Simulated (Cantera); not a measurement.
Thermodynamics of silicon carbide growth, feed SiH2Cl2 + C3H8 + H2 + C2H4

Charge: 1 mol SiH2Cl2, a varied amount of C3H8, 4.2 mol H2, 0.014 mol C2H4, held at 1052 °C and 0.130 bar.

Method: chemical equilibrium by Gibbs-energy minimisation in Cantera with the NASA 1993 tables (ideal gas, pure condensed phases). Candidate condensed phases: C, C6H6, C7H8, C8H18, Si, SiC; 109 gas species. Mutual solubility and eutectic melting of coexisting phases are not modelled. The tables' values for SiCl3 are old estimates; treat these amounts as uncertain. Rates play no part.

| n(C3H8) (mol) | x H2 | x HCl | x SiCl2 | x SiCl4 | x SiCl3 | x SiHCl3 | x SiH2Cl2 | x CH4 | n Si(s) | n SiC(s) | n C(graphite) |
|---|---|---|---|---|---|---|---|---|---|---|---|
| 0.1 | 0.826 | 0.0987 | 0.0323 | 0.0217 | 0.0113 | 0.00928 | 0.000571 | 2.00e-6 | 0.192 | 0.328 | 0 |
| 0.14 | 0.829 | 0.0978 | 0.0316 | 0.0207 | 0.0110 | 0.00900 | 0.000561 | 2.02e-6 | 0.0740 | 0.448 | 0 |
| 0.17 | 0.830 | 0.101 | 0.0292 | 0.0205 | 0.0105 | 0.00859 | 0.000517 | 2.34e-6 | 0 | 0.538 | 0 |
| 0.2 | 0.818 | 0.128 | 0.0183 | 0.0208 | 0.00838 | 0.00681 | 0.000320 | 5.84e-6 | 0 | 0.628 | 0 |
| 0.23 | 0.802 | 0.158 | 0.0106 | 0.0188 | 0.00606 | 0.00488 | 0.000182 | 1.51e-5 | 0 | 0.718 | 0 |
| 0.27 | 0.775 | 0.202 | 0.00423 | 0.0127 | 0.00314 | 0.00249 | 7.01e-5 | 6.02e-5 | 0 | 0.838 | 0 |
| 0.3 | 0.753 | 0.237 | 0.00147 | 0.00621 | 0.00129 | 0.00101 | 2.36e-5 | 0.000231 | 0 | 0.926 | 0 |
| 0.33 | 0.747 | 0.247 | 0.000753 | 0.00350 | 0.000696 | 0.000541 | 1.20e-5 | 0.000487 | 0 | 0.959 | 0.0556 |
| 0.36 | 0.750 | 0.244 | 0.000730 | 0.00329 | 0.000665 | 0.000518 | 1.17e-5 | 0.000492 | 0 | 0.960 | 0.144 |
| 0.39 | 0.754 | 0.241 | 0.000708 | 0.00309 | 0.000635 | 0.000496 | 1.14e-5 | 0.000496 | 0 | 0.962 | 0.232 |
| 0.43 | 0.758 | 0.237 | 0.000680 | 0.00286 | 0.000598 | 0.000469 | 1.10e-5 | 0.000502 | 0 | 0.963 | 0.351 |
| 0.46 | 0.761 | 0.234 | 0.000661 | 0.00269 | 0.000572 | 0.000449 | 1.08e-5 | 0.000506 | 0 | 0.965 | 0.439 |
| 0.49 | 0.765 | 0.231 | 0.000642 | 0.00254 | 0.000548 | 0.000431 | 1.05e-5 | 0.000510 | 0 | 0.966 | 0.528 |
x: gas mole fraction; n: condensed amount in mol.

From 0.1 mol C3H8 to 0.14 mol C3H8 the condensed part is Si(s) + SiC(s). From 0.17 mol C3H8 to 0.3 mol C3H8 the condensed part is SiC(s). From 0.33 mol C3H8 to 0.49 mol C3H8 the condensed part is C(graphite) + SiC(s). The main Si-bearing gas is SiCl2 at 0.1 mol C3H8 and SiCl4 at 0.49 mol C3H8. The share of Si in condensed phases is highest at 0.49 mol C3H8 (96.6 %) and lowest at 0.1 mol C3H8 (52.0 %).
